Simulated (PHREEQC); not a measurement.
Dissolve 0.028 mol (CH3)4NCl per kg of water at 66 °C. Closed to the air; pH follows from the charge balance.

Computed with PHREEQC (ion-association model, phreeqc.dat).

| Quantity | Value |
|---|---|
| ionic strength | 0.0280 mol/kgw |

```csv
species,molality,activity,log γ
Cl-,0.0280,0.0235,-0.076
(CH3)4N+,0.0280,0.0235,-0.076
H+,4.27e-7,3.70e-7,-0.061
OH-,4.27e-7,3.57e-7,-0.077
```

Precipitation was switched off in this run. (CH3)4N+ isn't in the database: it is added as a free cation with an ion size of 4 Å. Constants without temperature data keep their 25 °C values here.
